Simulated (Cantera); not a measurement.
Feed: 1 mol H₂S, a varied amount of H₂, 14 mol N₂, at 475 °C and 13.0 bar.

Method: chemical equilibrium by Gibbs-energy minimisation in Cantera with the NASA 1993 tables (ideal gas, pure condensed phases). Candidate condensed phases: S; 15 gas species. Kinetics and transport are ignored.

log p: log10 of the partial pressure in bar; nothing condenses.

| n(H₂) (mol) | log p N₂ | log p H₂ | log p H₂S | log p NH₃ | log p S₂ |
|---|---|---|---|---|---|
| 0.2 | 1.08 | -0.77 | -0.07 | -2.90 | [?] |
| 0.29 | 1.08 | -0.61 | -0.07 | -2.67 | [?] |
| 0.39 | 1.07 | -0.49 | -0.07 | -2.48 | [?] |
| 0.49 | 1.07 | -0.39 | -0.08 | -2.34 | [?] |
| 0.59 | 1.07 | -0.32 | -0.08 | -2.22 | [?] |
| 0.68 | 1.06 | -0.26 | -0.08 | -2.14 | [?] |
| 0.78 | 1.06 | -0.20 | -0.08 | -2.05 | [?] |
| 0.88 | 1.06 | -0.15 | -0.09 | -1.98 | [?] |
| 0.98 | 1.06 | -0.11 | -0.09 | -1.92 | [?] |
| 1.1 | 1.05 | -0.06 | -0.09 | -1.85 | [?] |
| 1.2 | 1.05 | -0.03 | -0.10 | -1.80 | [?] |
| 1.3 | 1.05 | 0.01 | -0.10 | -1.75 | [?] |

### Question
Fill in the missing entries.

### Answer

- 0.2, log p S₂: -6.00
- 0.29, log p S₂: -6.32
- 0.39, log p S₂: -6.58
- 0.49, log p S₂: -6.77
- 0.59, log p S₂: -6.93
- 0.68, log p S₂: -7.06
- 0.78, log p S₂: -7.17
- 0.88, log p S₂: -7.28
- 0.98, log p S₂: -7.37
- 1.1, log p S₂: -7.47
- 1.2, log p S₂: -7.54
- 1.3, log p S₂: -7.61
